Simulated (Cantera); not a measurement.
**Calcination and drying: MgSO4 + H2 + H2O**

A closed system holds: 1 mol MgSO4, 0.44 mol H2, 0.034 mol H2O, equilibrated at 0.320 bar.

Equilibrium computed with Cantera from the NASA thermochemical tables; the gas is ideal and each condensed phase is pure. Candidate condensed phases: H2O, H2SO4, Mg, MgO, Mg(OH)2, MgS, MgSO4, S; 26 gas species. Mutual solubility and eutectic melting of coexisting phases are not modelled. Equilibrium is a limit: real reactors are often held back by kinetics, nucleation or transport.

| T (°C) | x SO2 | x H2O | x O2 | x SO3 | x OH | n MgO(s) | n MgSO4(s) |
|---|---|---|---|---|---|---|---|
| 850 | 0.481 | 0.518 | 1.97e-5 | 0.000604 | 2.91e-7 | 0.441 | 0.559 |
| 950 | 0.485 | 0.496 | 0.0125 | 0.00659 | 5.95e-6 | 0.470 | 0.530 |
| 1050 | 0.561 | 0.272 | 0.154 | 0.0130 | 2.77e-5 | 1.00 | 0 |
| 1150 | 0.565 | 0.271 | 0.157 | 0.00716 | 7.85e-5 | 1.00 | 0 |
| 1250 | 0.567 | 0.271 | 0.158 | 0.00424 | 0.000194 | 1.00 | 0 |
| 1350 | 0.568 | 0.270 | 0.158 | 0.00268 | 0.000429 | 1.00 | 0 |
| 1450 | 0.569 | 0.270 | 0.159 | 0.00179 | 0.000864 | 1.000 | 0 |
| 1550 | 0.569 | 0.269 | 0.159 | 0.00124 | 0.00161 | 1.000 | 0 |
| 1650 | 0.569 | 0.268 | 0.158 | 0.000901 | 0.00281 | 1.000 | 0 |
| 1750 | 0.568 | 0.267 | 0.158 | 0.000673 | 0.00463 | 1.000 | 0 |
| 1850 | 0.567 | 0.265 | 0.157 | 0.000517 | 0.00726 | 1.000 | 0 |
| 1950 | 0.564 | 0.261 | 0.157 | 0.000405 | 0.0109 | 1.000 | 0 |
x: gas mole fraction; n: condensed amount in mol.

From 850 °C to 950 °C the condensed part is MgO(s) + MgSO4(s). From 1050 °C to 1950 °C the condensed part is MgO(s).
